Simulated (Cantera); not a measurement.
## Thermodynamics of iron carbonyl, mercury and lead vapours, feed Fe(CO)5 + CO + H2

A closed system holds: 1 mol Fe(CO)5, 6.9 mol CO, 47 mol H2, held at 10000 Pa.

Method: chemical equilibrium by Gibbs-energy minimisation in Cantera with the NASA 1993 tables (ideal gas, pure condensed phases). Candidate condensed phases: C, C6H6, C7H8, C8H18, Fe, Fe(CO)5, FeO, Fe(OH)2, Fe(OH)3, Fe2O3, Fe3O4, H2O; 114 gas species. Condensed phases not in the tables: cementite and carbon dissolved in iron. The numbers say what is thermodynamically allowed, not how fast it happens.

```
T (°C)  log p H2  log p CO  log p H2O  log p CH4  log p CO2  log p H  log p C2H2 (acetylene)  n C(graphite)  n Fe(α)  n Fe(γ)
------  --------  --------  ---------  ---------  ---------  -------  ----------------------  -------------  -------  -------
727        -1.10     -1.71      -3.22      -3.22      -3.67    -9.19                  -10.04          0.131     1.00        0
752        -1.10     -1.70      -3.38      -3.34      -3.87    -8.91                   -9.76         0.0506     1.00        0
777        -1.10     -1.70      -3.54      -3.44      -4.07    -8.64                   -9.48        0.00616     1.00        0
802        -1.10     -1.70      -3.67      -3.57      -4.24    -8.38                   -9.27              0     1.00        0
827        -1.10     -1.70      -3.79      -3.70      -4.40    -8.14                   -9.08              0     1.00        0
852        -1.10     -1.70      -3.91      -3.82      -4.55    -7.90                   -8.90              0     1.00        0
877        -1.10     -1.70      -4.02      -3.93      -4.69    -7.68                   -8.72              0     1.00        0
902        -1.10     -1.70      -4.12      -4.05      -4.83    -7.46                   -8.56              0     1.00        0
927        -1.10     -1.70      -4.23      -4.15      -4.96    -7.25                   -8.40              0        0     1.00
952        -1.10     -1.70      -4.32      -4.25      -5.09    -7.06                   -8.24              0        0     1.00
977        -1.10     -1.70      -4.42      -4.35      -5.21    -6.86                   -8.09              0        0     1.00
```
log p: log10 of the partial pressure in bar; n: condensed amount in mol.

From 727 °C to 777 °C the condensed part is C(graphite) + Fe(α). From 802 °C to 902 °C the condensed part is Fe(α). From 927 °C to 977 °C the condensed part is Fe(γ).
